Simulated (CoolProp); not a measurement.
Saturation properties of n-perfluorobutane.

Computed with CoolProp (reference Helmholtz-energy equation of state, Gao 2022).

| T (°C) | p (MPa) | enthalpy of vaporisation (kJ/kg) | liquid cp (kJ/(kg K)) | vapour Z |
|---|---|---|---|---|
| -35.65 | 0.02062 | 108.2 | 1.063 | 0.9857 |
| -17.85 | 0.05109 | 102.7 | 1.084 | 0.9714 |
| -0.05 | 0.1096 | 96.94 | 1.107 | 0.9493 |
| 17.75 | 0.2104 | 90.80 | 1.133 | 0.9180 |
| 35.65 | 0.3710 | 83.95 | 1.166 | 0.8755 |
| 53.45 | 0.6085 | 76.09 | 1.209 | 0.8197 |
| 71.25 | 0.9453 | 66.53 | 1.278 | 0.7460 |
| 89.15 | 1.411 | 53.72 | 1.430 | 0.6431 |

It boils at -2.0 °C under 1 atm.
